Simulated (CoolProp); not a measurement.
Properties of p-xylene along the isotherm 620 K (Tc = 616.2 K, pc = 35.32 bar, ω = 0.324).

Model: reference Helmholtz-energy equation of state, Zhou 2012, in CoolProp.

```tsv
p (bar)	phase	Z	Joule-Thomson coefficient (K/MPa)	viscosity (µPa s)	Prandtl number	fugacity coefficient
0.279	gas	0.9971	7.262	13.2	0.673	0.9971
0.435	gas	0.9954	7.279	13.2	0.673	0.9954
0.677	gas	0.9929	7.305	13.2	0.673	0.9929
1.05	gas	0.9889	7.346	13.2	0.674	0.9890
1.64	gas	0.9826	7.412	13.2	0.675	0.9828
2.56	gas	0.9727	7.517	13.2	0.676	0.9733
3.98	gas	0.9573	7.689	13.2	0.679	0.9586
6.2	gas	0.9327	7.980	13.3	0.686	0.9359
9.65	gas	0.8931	8.497	13.5	0.699	0.9012
15	gas	0.8273	9.507	13.8	0.727	0.8484
23.4	gas	0.7071	11.97	14.5	0.794	0.7672
36.4	supercritical	0.3597	22.99	20.3	2.83	0.6382
56.7	supercritical	0.2465	1.772	65.4	2.71	0.4526
88.3	supercritical	0.3484	0.7006	74.6	2.67	0.3310
```

Viscosity comes from a separate model (Balogun 2015). Thermal conductivity comes from a separate model (Mylona 2014).
